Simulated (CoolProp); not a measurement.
Vapour-liquid equilibrium of cyclopentane (1) + octamethylcyclotetrasiloxane (D4) (2) at 308.2 K; x and y are mole fractions of (1).

Values from CoolProp's multi-fluid Helmholtz-energy mixture model, Gedanitz 2015 and Thol 2015; pair parameters Bell 2016.

**Question.** Give the bubble pressure and the first vapour's composition at x = 0.2, 0.35, 0.95. Is there an azeotrope?

**Answer.** x = 0.2: 0.1035 bar, y = 0.978; x = 0.35: 0.1863 bar, y = 0.990; x = 0.95: 0.5864 bar, y = 1.000. No azeotrope shows between x = 0.05 and 0.95.

The pair parameters rest on a limited set of measurements; away from them the model extrapolates.
